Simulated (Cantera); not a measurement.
A closed system holds: 1 mol CH₂F₂, 0.1 mol H₂, at 1050 °C and 41.0 mbar.

These are equilibrium values from Cantera (NASA tables, ideal gas, pure condensed phases), not measurements of a reactor. Candidate condensed phases: C, C₆H₆, C₇H₈, C₈H₁₈; 95 gas species. The numbers say what is thermodynamically allowed, not how fast it happens.

Base state: HF 0.952, H₂ 0.0476 (mole fractions); condensed: C(graphite).

**Question.** What changes in the equilibrium state with this change: temperature from 1050 °C to 1652 °C?

**Answer.** 
| species | before | after |
|---|---|---|
| HF | 0.952 | 0.952 |
| H₂ | 0.0476 | 0.0471 |
| H | 1.71e-6 | 0.00102 |
| C₂H₂ (acetylene) | 3.93e-8 | 2.16e-5 |
| C(graphite), mol | 1.000 | 1.000 |

**Question.** What changes in the equilibrium state with this change: temperature from 1050 °C to 3052 °C?

**Answer.** 
```tsv
species	before	after
HF	0.952	0.549
H	1.71e-6	0.182
F	<1e-9	0.117
C₃	<1e-9	0.0862
CF	<1e-9	0.0197
C	<1e-9	0.0160
C₂	<1e-9	0.0117
H₂	0.0476	0.00902
C₂H	<1e-9	0.00438
C₅	<1e-9	0.00243
CF₂	<1e-9	0.000634
C₄	<1e-9	0.000539
C(graphite), mol	1.000	0
```
